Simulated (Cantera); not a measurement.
An adiabatic, constant-volume homogeneous reactor starts with 2.99 % CH₄, 0.135 % C₂H₆, 0.249 % C₃H₈, 20.3 % O₂, 76.4 % N₂, at 1050 K and 25.7 atm.

Cantera simulation using GRI-Mech 3.0 (53 species, 325 reactions); the numbers are that mechanism's predictions, not measurements. The pressure lies above the range GRI-Mech 3.0 was tuned for (to about 10 atm).

Q: Predict: time of steepest temperature rise; temperature at 4.00 s; equilibrium temperature; x(NO) at 4.00 s; x(NO₂) at 4.00 s.

A: 
| Property | Result |
|---|---|
| time of steepest temperature rise | 6.50 ms |
| temperature at 4.00 s | 2099 K |
| equilibrium temperature | 2099 K |
| x(NO) at 4.00 s | 0.00742 (gas-phase equilibrium 0.00742) |
| x(NO₂) at 4.00 s | 5.99e-5 (gas-phase equilibrium 5.99e-5) |
